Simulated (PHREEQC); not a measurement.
**Buffer: an equilibrium model**

A solution holds 0.011 mol/kgw NaHCO3 and 0.0039 mol/kgw Na2B4O7, at 25 °C. Closed to the air; pH follows from the charge balance.

Equilibrium calculation in PHREEQC: ion-association model, phreeqc.dat.

No solid was allowed to form.

Problem. Predict the pH, ionic strength.

Solution. pH 9.07; ionic strength 0.0194 mol/kgw.

Problem. In which forms is C present?

Solution. HCO3- 90 %, CO3-2 7.4 %, NaCO3- 1.5 %, NaHCO3 0.7 % of the C.
